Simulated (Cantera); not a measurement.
# Sublimation and decomposition of ceramics: ZrN + H₂

Charge: 1 mol ZrN, 0.38 mol H₂, held at 2323 K.

Method: chemical equilibrium by Gibbs-energy minimisation in Cantera with the NASA 1993 tables (ideal gas, pure condensed phases). Candidate condensed phases: Zr, ZrN; 11 gas species. ZrN: taken at fixed stoichiometry. Equilibrium is a limit: real reactors are often held back by kinetics, nucleation or transport.

```tsv
P (Pa)	x H₂	x H	x Zr	x N₂	x N	n ZrN(s)
1	0.0661	0.886	0.0321	0.0161	2.01e-6	0.976
4.60	0.226	0.763	0.00698	0.00349	4.37e-7	0.996
22	0.486	0.512	0.00146	0.000730	9.13e-8	0.999
100	0.709	0.290	0.000321	0.000161	2.01e-8	1.000
460	0.852	0.148	6.98e-5	3.49e-5	4.37e-9	1.000
2200	0.929	0.0708	1.46e-5	7.30e-6	9.13e-10	1.000
10000	0.966	0.0338	3.21e-6	1.61e-6	2.01e-10	1.000
46000	0.984	0.0159	6.99e-7	3.48e-7	4.36e-11	1.00
220000	0.993	0.00732	1.49e-7	7.05e-8	8.97e-12	1.00
1000000	0.997	0.00344	3.36e-8	1.46e-8	1.92e-12	1.00
```
x: gas mole fraction; n: condensed amount in mol.

From 0.00750 Torr to 7500 Torr the condensed part is ZrN(s). The main Zr-bearing gas is Zr throughout.
